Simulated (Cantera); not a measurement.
A perfectly stirred reactor is fed with 3.23 % NH₃, 96.8 % N₂, at 0.420 bar; it is held at 2050 K, and followed from long to short residence time.

Model: the gas-phase N/H chemistry of the illustrative SiF4/NH3 mechanism in the Surface Chemkin manual (1991), integrated in Cantera. Walls and surfaces, which speed up NH3 decomposition in real reactors, are not modelled.

Problem. Predict: x(NH₃) at τ = 13.0 s; x(NH₂) at τ = 13.0 s; x(NH) at τ = 13.0 s; x(N) at τ = 13.0 s; x(N₂) at τ = 13.0 s; x(NH₃) at τ = 90.0 ms; x(NH₂) at τ = 90.0 ms; x(NH) at τ = 90.0 ms; x(N) at τ = 90.0 ms; x(N₂) at τ = 90.0 ms.

Solution. 
| Property | Value |
|---|---|
| x(NH₃) at τ = 13.0 s | 9.29e-5 |
| x(NH₂) at τ = 13.0 s | 3.11e-6 |
| x(NH) at τ = 13.0 s | 1.08e-6 |
| x(N) at τ = 13.0 s | 1.10e-6 |
| x(N₂) at τ = 13.0 s | 0.953 |
| x(NH₃) at τ = 90.0 ms | 0.0119 |
| x(NH₂) at τ = 90.0 ms | 9.39e-5 |
| x(NH) at τ = 90.0 ms | 6.32e-6 |
| x(N) at τ = 90.0 ms | 1.26e-6 |
| x(N₂) at τ = 90.0 ms | 0.958 |
